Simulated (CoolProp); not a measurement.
Vapour pressure (MPa) of methanol: the reference equation beside estimates from Tc = 240.2 °C, pc = 8.216 MPa, ω = 0.565.

Values from CoolProp's reference Helmholtz-energy equation of state, de Reuck 1993.

| T (°C) | reference | Lee-Kesler | van der Waals | Redlich-Kwong | Soave-Redlich-Kwong | Peng-Robinson |
|---|---|---|---|---|---|---|
| -18.65 | 0.001137 | 0.0006929 | 0.2154 | 0.01646 | 0.0006930 | 0.0008217 |
| -0.65 | 0.003893 | 0.002777 | 0.3386 | 0.04094 | 0.002781 | 0.003156 |
| 17.25 | 0.01122 | 0.008993 | 0.5036 | 0.08810 | 0.009004 | 0.009878 |
| 35.15 | 0.02822 | 0.02467 | 0.7174 | 0.1698 | 0.02468 | 0.02635 |
| 53.05 | 0.06348 | 0.05902 | 0.9859 | 0.2997 | 0.05900 | 0.06167 |
| 70.95 | 0.1300 | 0.1262 | 1.315 | 0.4926 | 0.1261 | 0.1296 |
| 88.85 | 0.2460 | 0.2455 | 1.709 | 0.7638 | 0.2456 | 0.2492 |
| 106.75 | 0.4356 | 0.4416 | 2.174 | 1.129 | 0.4428 | 0.4451 |
| 124.75 | 0.7308 | 0.7460 | 2.716 | 1.606 | 0.7508 | 0.7493 |
| 142.65 | 1.165 | 1.189 | 3.334 | 2.204 | 1.202 | 1.194 |
| 160.55 | 1.782 | 1.812 | 4.033 | 2.940 | 1.840 | 1.822 |

Absolute difference from the reference over all 11 rows, mean and median: Lee-Kesler 10.7 and 2.9 %, van der Waals 3474.1 and 911.5 %, Redlich-Kwong 434.6 and 278.9 %, Soave-Redlich-Kwong 11.0 and 3.3 %, Peng-Robinson 7.2 and 2.5 %.
